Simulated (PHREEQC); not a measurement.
A solution holds 0.008 mol AgNO3 and 0.0039 mol NaNO3 per kg of water, at 85 °C. Closed to the air; pH follows from the charge balance.

All values are PHREEQC results (ion-association model, wateq4f.dat), not measurements.

```csv
quantity,before,after
pH,6.25,6.98
AgNO3 (mol/kgw),3.74e-5,3.86e-5
AgOH (mol/kgw),1.25e-8,6.77e-8
SI of Ag2O (Ag2O),-3.10,-3.18
```

Q: Name the change that produced these shifts.
A. diluted 10-fold with water
B. NaNO3 from 0.0039 to 0.0078 mol/kgw
C. NaNO3 left out
D. temperature from 85 to 15 °C

A: D, temperature from 85 to 15 °C

This is a speciation only: nothing precipitates in the calculation. At this temperature some constants are extrapolated from 25 °C, and those without enthalpy data are left unchanged.
